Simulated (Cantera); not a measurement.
**Ignition delay**

Mixture: 18.3 % CH₄, 1.22 % H₂, 16.9 % O₂, 63.6 % N₂, at 100000 Pa, adiabatic and at constant volume. Ignition delay is the time to a rise of 400 K.

Cantera simulation using GRI-Mech 3.0 (53 species, 325 reactions); the numbers are that mechanism's predictions, not measurements.

| T0 (K) | delay (ms) |
|---|---|
| 1048 | 206 |
| 1123 | 84.0 |
| 1198 | 33.5 |
| 1273 | 13.5 |
| 1348 | 5.64 |
| 1423 | 2.46 |
| 1498 | 1.14 |
| 1573 | 0.563 |
| 1648 | 0.300 |
| 1723 | 0.172 |

```yaml
apparent activation energy between 1573 and 1723 K: 180 kJ/mol
```
